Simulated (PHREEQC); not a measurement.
A solution holds 20 mmol/kgw Li2CO3, 0.36 mmol/kgw MnCl2 and 120 mmol/kgw KBr, at 25 °C. Closed to the air; pH follows from the charge balance.

All values are PHREEQC results (ion-association model, wateq4f.dat), not measurements.

The ionic strength comes out as 0.178 mol/kgw. What activity coefficients do OH-, HCO3-, Mn+2, K+, Li+ get?

OH- 0.72, HCO3- 0.75, Mn+2 0.34, K+ 0.72, Li+ 0.76.

Precipitation was switched off in this run. Examples of supersaturated solids here: Rhodochrosite, Pyrochroite. Others may be too. Complexes and solids missing from the database can't appear.
